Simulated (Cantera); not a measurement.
A perfectly stirred reactor is fed with C2H6 : H2 = 1 : 9.6 (molar parts), at 0.000190 bar; it is held at 1548 K, and followed from long to short residence time.

Computed with Cantera and GRI-Mech 3.0 (53 species, 325 reactions). GRI-Mech 3.0 stops at C3 and has no aromatics, soot or wall deposition, so with more carbon than oxygen in the feed, carbon stays in small species such as C2H2 where larger ones or solid carbon would form. Radical loss at walls, strong at low pressure, is not modelled.

x: mole fraction; the columns are a selection and need not sum to one.

```tsv
τ (s)	x C2H6	x H2	x C2H4	x CH4	x H
2.7	0.000840	0.870	0.00372	0.0798	0.00205
1.2	0.00173	0.863	0.00610	0.0897	0.00224
0.55	[?]	0.858	[?]	0.0956	0.00242
0.25	0.00701	0.856	0.0132	0.0963	0.00255
0.11	0.0146	0.858	0.0168	0.0881	0.00255
0.052	0.0280	0.867	0.0179	0.0690	0.00229
0.024	0.0504	0.882	0.0144	0.0391	0.00175
0.011	0.0736	0.895	0.00743	0.0140	0.00112
0.0050	[?]	0.902	[?]	[?]	[?]
```

### Question
Some entries are withheld; supply them.

### Answer

- 0.55, x C2H6: 0.00348
- 0.55, x C2H4: 0.00930
- 0.0050, x C2H6: 0.0870
- 0.0050, x C2H4: 0.00231
- 0.0050, x CH4: 0.00352
- 0.0050, x H: 0.000609
